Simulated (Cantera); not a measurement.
## Carbothermic reduction: Cu2O + CO

Charge: 1 mol Cu2O, 0.8 mol CO, equilibrated at 18.0 mbar.

These are equilibrium values from Cantera (NASA tables, ideal gas, pure condensed phases), not measurements of a reactor. Candidate condensed phases: C, Cu, CuO, Cu2O; 15 gas species. Each liquid is taken as pure. Mutual solubility and eutectic melting of coexisting phases are not modelled. Kinetics and transport are ignored.

From 1325 K to 1350 K the condensed part is Cu(s) + Cu2O(s). From 1375 K to 1500 K the condensed part is Cu(l) + Cu2O(s). From 1525 K to 1575 K the condensed part is Cu(l) + Cu2O(l). The main Cu-bearing gas is Cu throughout.

| T (K) | log p CO2 | log p O2 | log p Cu | log p CO | log p O | log p CuO | log p Cu2 | n Cu(s) | n Cu2O(s) | n Cu(l) | n Cu2O(l) |
|---|---|---|---|---|---|---|---|---|---|---|---|
| 1325 | -1.74 | -5.71 | -6.55 | -5.49 | -9.41 | -9.96 | -10.53 | 1.60 | 0.200 | 0 | 0 |
| 1350 | -1.74 | -5.47 | -6.31 | -5.41 | -9.11 | -9.62 | -10.19 | 1.60 | 0.200 | 0 | 0 |
| 1375 | -1.75 | -5.21 | -6.08 | -5.34 | -8.80 | -9.28 | -9.88 | 0 | 0.200 | 1.60 | 0 |
| 1400 | -1.75 | -4.95 | -5.87 | -5.28 | -8.50 | -8.96 | -9.58 | 0 | 0.199 | 1.60 | 0 |
| 1425 | -1.75 | -4.70 | -5.66 | -5.22 | -8.21 | -8.65 | -9.29 | 0 | 0.198 | 1.60 | 0 |
| 1450 | -1.75 | -4.46 | -5.46 | -5.16 | -7.93 | -8.35 | -9.02 | 0 | 0.197 | 1.61 | 0 |
| 1475 | -1.75 | -4.23 | -5.27 | -5.11 | -7.65 | -8.06 | -8.75 | 0 | 0.195 | 1.61 | 0 |
| 1500 | -1.75 | -4.00 | -5.08 | -5.06 | -7.39 | -7.78 | -8.49 | 0 | 0.191 | 1.62 | 0 |
| 1525 | -1.75 | -3.81 | -4.91 | -4.99 | -7.15 | -7.52 | -8.24 | 0 | 0 | 1.63 | 0.187 |
| 1550 | -1.75 | -3.67 | -4.73 | -4.91 | -6.94 | -7.30 | -8.00 | 0 | 0 | 1.64 | 0.181 |
| 1575 | -1.75 | -3.54 | -4.56 | -4.83 | -6.74 | -7.08 | -7.77 | 0 | 0 | 1.65 | 0.174 |
log p: log10 of the partial pressure in bar; n: condensed amount in mol.
